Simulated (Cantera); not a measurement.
**Premixed flame**

A freely propagating, adiabatic, planar premixed flame of CH4 : C2H6 : O2 : N2 = 1 : 0.038 : 2.3 : 6.68 (molar parts), unburnt at 623 K and 0.987 atm; mixture-averaged transport, grid criteria slope 0.08 and curve 0.16, no radiation.

Computed with Cantera and GRI-Mech 3.0 (53 species, 325 reactions). Burning velocities carry a grid error of a few per cent, more on coarse grids.

```csv
z (mm),T (K),u (m/s),x CH4,x C2H6,x O2,x H2O2,x CH3,x O
-0.767,623,1.92,0.0997,0.00379,0.229,<1e-8,3.38e-8,<1e-8
-0.511,624,1.92,0.0994,0.00378,0.229,1.22e-7,5.06e-7,<1e-8
-0.383,630,1.94,0.0988,0.00377,0.228,6.32e-7,2.58e-6,1.10e-8
-0.256,670,2.08,0.0956,0.00374,0.224,3.95e-6,2.40e-5,3.28e-7
-0.128,1028,3.25,0.0721,0.00339,0.194,1.41e-5,0.000737,2.76e-5
-0.0639,1457,4.68,0.0414,0.00183,0.149,9.82e-6,0.00331,0.000253
0,1870,6.07,0.0113,0.000152,0.0952,2.25e-6,0.00339,0.00156
0.0639,2055,6.69,0.00117,1.07e-6,0.0610,5.79e-7,0.000599,0.00486
0.128,2105,6.83,6.35e-5,<1e-8,0.0473,3.18e-7,3.68e-5,0.00734
0.256,2153,6.95,1.57e-7,<1e-8,0.0398,2.76e-7,1.01e-7,0.00815
0.511,2217,7.11,<1e-8,<1e-8,0.0362,2.36e-7,<1e-8,0.00735
1.02,2301,7.34,<1e-8,<1e-8,0.0334,2.00e-7,<1e-8,0.00582
2.04,2389,7.58,<1e-8,<1e-8,0.0304,1.85e-7,<1e-8,0.00421
```
x: mole fraction of selected species; z is measured from the peak of heat release.

```yaml
laminar_burning_velocity: 192 cm/s
thermal_thickness: 0.256 mm
peak x(H2O2): 1.46e-5
peak x(CH3): 0.00421
peak x(O): 0.00816
grid_points: 154
```
